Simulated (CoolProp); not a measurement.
Values from CoolProp's reference Helmholtz-energy equation of state, Lemmon 2005. It is a short technical equation, of lower accuracy than the large ones.

Problem. Give the vapour pressure (MPa), enthalpy of vaporisation (kJ/kg), surface tension (mN/m) of saturated isobutene at 41.25 °C.

Solution. 
| T (°C) | p (MPa) | enthalpy of vaporisation (kJ/kg) | surface tension (mN/m) |
|---|---|---|---|
| 41.25 | 0.485 | 340 | 9.81 |

Surface tension comes from a separate correlation (Mulero 2012).
